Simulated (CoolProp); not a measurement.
Vapour-liquid equilibrium of R143a (1) + R236FA (2) at 0.441 MPa; x and y are mole fractions of (1).

The numbers come from the multi-fluid Helmholtz-energy mixture model, Lemmon and Jacobsen 2000 and Pan 2012; pair parameters Bell 2016 in CoolProp.

Question: Give the bubble temperature and the first vapour's composition at x = 0.05, 0.35, 0.95. Is there an azeotrope?

Answer: x = 0.05: 309.7 K, y = 0.139; x = 0.35: 289.6 K, y = 0.674; x = 0.95: 264.1 K, y = 0.990. No azeotrope shows between x = 0.05 and 0.95.

The pair parameters rest on a limited set of measurements; away from them the model extrapolates.
